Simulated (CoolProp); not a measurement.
A single-stage vapour-compression cycle with cis-2-butene: evaporating at 312.15 K (dew point), condensing at 332.15 K (bubble point), superheat 2 K, subcooling 5 K, compressor efficiency 0.6, no pressure losses. Each further row changes one setting.

Computed with CoolProp (reference Helmholtz-energy equation of state, Lemmon 2005). It is a short technical equation, of lower accuracy than the large ones.

```tsv
case	cooling COP	pressure ratio	discharge temperature (K)	refrigerating effect (kJ/kg)	volumetric capacity (kJ/m³)
as stated	8.88	1.72	342.7	345	2660
evaporating temperature 317.15 K	12.2	1.49	340.3	351	3110
condensing temperature 327.15 K	12.1	1.51	335.9	357	2760
subcooling 10 K	9.19	1.72	342.7	357	2760
superheat 12 K	8.91	1.72	352.8	362	2680
compressor efficiency 0.5	7.40	1.72	347.0	345	2660
```
